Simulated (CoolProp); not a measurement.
Ammonia along the isobar 13.6 MPa: density (kg/m³) from the reference equation and from simpler models built on Tc = 132.4 °C, pc = 11.36 MPa, ω = 0.256; each cubic takes its own stable root.

Model: reference Helmholtz-energy equation of state, Gao 2020, in CoolProp.

```tsv
T (°C)	phase	reference	van der Waals	Redlich-Kwong
-64.35	liquid	723.7	379.6	558.0
-58.45	liquid	717.1	376.8	553.2
-52.55	liquid	710.4	374.0	548.2
-46.65	liquid	703.7	371.1	543.1
-40.75	liquid	696.9	368.2	537.9
-34.85	liquid	690.0	365.2	532.6
-28.95	liquid	683.1	362.2	527.1
-23.05	liquid	676.0	359.1	521.5
-17.15	liquid	668.9	356.0	515.8
-11.25	liquid	661.6	352.8	509.9
-5.35	liquid	654.2	349.5	503.9
```
